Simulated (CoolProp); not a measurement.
The numbers come from the reference Helmholtz-energy equation of state, Lemmon 2016 in CoolProp.

Q: For R227EA, give the phase and the Joule-Thomson coefficient (K/MPa), viscosity (µPa s), fugacity coefficient at 98.75 °C and 16900 kPa; 170.15 °C and 16900 kPa.

A: 
- 98.75 °C and 16900 kPa: liquid; Joule-Thomson coefficient 0.00963, viscosity 160, fugacity coefficient 0.217
- 170.15 °C and 16900 kPa: supercritical; Joule-Thomson coefficient 0.455, viscosity 85.2, fugacity coefficient 0.452

Viscosity comes from a separate model (Huber 2003), an estimate that may be off by 10 % or more.
